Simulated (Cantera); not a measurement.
A closed system holds: 1 mol SiHCl₃, 0.62 mol HCl, 3.7 mol H₂, held at 133 Pa.

These are equilibrium values from Cantera (NASA tables, ideal gas, pure condensed phases), not measurements of a reactor. Candidate condensed phases: Si; 19 gas species. The tables' values for SiCl, SiCl₃ are old estimates; treat these amounts as uncertain. Gases not in the tables: Si₂H₆ and higher silanes. The numbers say what is thermodynamically allowed, not how fast it happens.

### Question
At 1702 °C, list the 5 most abundant gas species with their mole fractions, and the condensed phases.

### Answer
H₂ 0.545, HCl 0.264, SiCl₂ 0.137, H 0.0277, Si 0.0105. Condensed: gas only.
